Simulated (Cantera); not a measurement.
Input: 1 mol PbO, 0.13 mol CO, 44 mol N2, at 110 Pa.

Cantera equilibrium calculation (NASA polynomials, part measured and part estimated; ideal gas, pure solids and liquids). Candidate condensed phases: C, Pb, PbO, PbO2, Pb3O4; 27 gas species. Kinetics and transport are ignored.

x: gas mole fraction; n: condensed amount in mol.

```tsv
T (K)	x N2	x CO2	x Pb	x PbO	x CO	x Pb2	n Pb(l)	n PbO(red)	n PbO(yellow)
750	0.997	0.00295	8.62e-6	3.81e-9	2.34e-8	<1e-12	0.130	0.870	0
775	0.997	0.00295	2.26e-5	1.63e-8	3.24e-8	<1e-12	0.129	0	0.870
800	0.997	0.00295	5.59e-5	6.36e-8	4.41e-8	4.04e-12	0.128	0	0.870
825	0.997	0.00295	[?]	[?]	[?]	[?]	0.124	0	0.870
850	0.997	0.00294	0.000289	7.57e-7	7.73e-8	6.39e-11	0.117	0	0.870
875	0.996	0.00294	0.000613	2.34e-6	1.00e-7	2.25e-10	0.103	0	0.870
900	0.996	0.00294	0.00124	6.79e-6	1.28e-7	7.38e-10	0.0750	0	0.870
925	0.995	0.00294	0.00243	1.85e-5	1.61e-7	2.27e-9	0.0225	0	0.869
950	0.994	0.00294	0.00294	[?]	[?]	[?]	0	0	0.868
975	0.994	0.00294	0.00294	0.000118	8.70e-8	2.22e-9	0	0	0.865
```

### Question
Some entries are withheld; supply them.

### Answer

- 950, x PbO: 4.80e-5
- 950, x CO: 1.29e-7
- 950, x Pb2: 2.70e-9
- 825, x Pb: 0.000130
- 825, x PbO: 2.28e-7
- 825, x CO: 5.88e-8
- 825, x Pb2: 1.68e-11
